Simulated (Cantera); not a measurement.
Cantera run:

```python
import numpy as np
import cantera as ct

gas_names = [...]  # 62 gases of nasa_gas.yaml made of B, F, H, N, O
cond_names = """
    B(b) B(L) BN(s) B2O3(L) B3O3H3(cr) H2O(s) H2O(L)
""".split()


# ... load() reads the species with a 1 bar reference pressure and builds the phases ...
atoms = {
    'BN': {'B': 1, 'N': 1},
    'HF': {'H': 1, 'F': 1},
    'O2': {'O': 2},
}
top_T = {'BN(s)': 3200}  # K; cautious upper limits of use, not melting points


# ... equilibrate(T, P, feed) seeds the gas with the atoms and calls Mixture.equilibrate('TP', solver="vcs", rtol=1e-11, max_steps=5000) ...
results = []
T = 800  # K
P = 20000  # Pa
for m in [0.35, 0.58, 0.97, 1.6, 2.7, 4.6, 7.7]:
    feed = {'BN': 1, 'HF': 15, 'O2': m}  # mol
    mix = equilibrate(T, P, feed)
    results.append((T, P, feed, dict(zip(mix.species_names, mix.species_moles))))
    x = sorted(zip(gas.X, gas.species_names), reverse=True)
    print(f"T = {T:g} K  P = {P:g} Pa  n(O2) = {m:g} mol  gas = {mix.phase_moles(0):.4g} mol")
    print("   x: " + "  ".join(f"{s} {v:.3e}" for v, s in x if v > 1e-06))
    print("   condensed (mol): " + ("  ".join(f"{mix.phase(i).name} {mix.phase_moles(i):.4g}"
          for i in range(1, mix.n_phases) if mix.phase_moles(i) > 1e-12) or "none"))
```

Result:

```
T = 800 K  P = 20000 Pa  n(O2) = 0.35 mol  gas = 15 mol
   x: HF 8.000e-01  BF3 6.667e-02  H2 5.333e-02  H2O 4.667e-02  N2 3.333e-02  H2F2 1.220e-05  NH3 1.345e-06
   condensed (mol): none
T = 800 K  P = 20000 Pa  n(O2) = 0.58 mol  gas = 15 mol
   x: HF 8.000e-01  H2O 7.733e-02  BF3 6.667e-02  N2 3.333e-02  H2 2.267e-02  H2F2 1.220e-05
   condensed (mol): none
T = 800 K  P = 20000 Pa  n(O2) = 0.97 mol  gas = 15.22 mol
   x: HF 7.884e-01  H2O 9.856e-02  BF3 6.570e-02  N2 3.285e-02  O2 1.445e-02  H2F2 1.185e-05
   condensed (mol): none
T = 800 K  P = 20000 Pa  n(O2) = 1.6 mol  gas = 15.85 mol
   x: HF 7.571e-01  H2O 9.464e-02  BF3 6.309e-02  O2 5.363e-02  N2 3.155e-02  H2F2 1.092e-05
   condensed (mol): none
T = 800 K  P = 20000 Pa  n(O2) = 2.7 mol  gas = 16.95 mol
   x: HF 7.080e-01  O2 1.150e-01  H2O 8.850e-02  BF3 5.900e-02  N2 2.950e-02  H2F2 9.551e-06
   condensed (mol): none
T = 800 K  P = 20000 Pa  n(O2) = 4.6 mol  gas = 18.85 mol
   x: HF 6.366e-01  O2 2.042e-01  H2O 7.958e-02  BF3 5.305e-02  N2 2.653e-02  H2F2 7.722e-06
   condensed (mol): none
T = 800 K  P = 20000 Pa  n(O2) = 7.7 mol  gas = 21.95 mol
   x: HF 5.467e-01  O2 3.166e-01  H2O 6.834e-02  BF3 4.556e-02  N2 2.278e-02  H2F2 5.695e-06
   condensed (mol): none
```

Cantera equilibrium calculation (NASA polynomials, part measured and part estimated; ideal gas, pure solids and liquids).
